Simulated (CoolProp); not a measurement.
Saturation properties of n-undecane (Tc = 638.8 K, pc = 19.90 bar, ω = 0.539).

Values from CoolProp's reference Helmholtz-energy equation of state, Aleksandrov 2011. It is a short technical equation, of lower accuracy than the large ones.

```csv
T (K),p (bar),liquid density (kg/m³),surface tension (mN/m)
312.6,0.001634,725.4,22.9
336.7,0.007264,707.0,…
360.9,0.02537,…,…
385,0.07260,669.7,16.4
409.1,0.1780,650.5,14.4
433.2,0.3855,630.6,12.5
457.4,…,609.7,10.6
481.5,…,587.7,8.74
505.6,…,564.1,7.02
529.7,3.679,538.3,5.39
553.8,5.616,509.3,3.88
578,…,475.2,2.49
```

**Question.** Fill in the missing entries.

**Answer.** 
- 336.7, surface tension (mN/m): 20.7
- 360.9, liquid density (kg/m³): 688.5
- 360.9, surface tension (mN/m): 18.5
- 457.4, p (bar): 0.7570
- 481.5, p (bar): 1.366
- 505.6, p (bar): 2.304
- 578, p (bar): 8.282

It boils at 468.9 K under 1 atm.

Surface tension comes from a separate correlation (Mulero 2014).
